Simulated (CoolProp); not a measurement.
Aqueous sodium chloride as a coolant, 10 % by mass, freezing at -6.6 °C, 1 atm.

The numbers come from the Melinder's fits for secondary coolants in CoolProp.

```
T (°C)  Prandtl number  density (kg/m³)  viscosity (mPa s)  conductivity (W/(m K))
------  --------------  ---------------  -----------------  ----------------------
-1.5              14.5             1077               2.17                   0.553
3.9               12.1             1076               1.84                   0.562
9.2               10.2             1074               1.58                   0.571
14.6              8.73             1072               1.36                   0.580
19.9              7.57             1071               1.20                   0.589
25.2              6.63             1069               1.06                   0.597
30.6              5.86             1066              0.949                   0.606
```
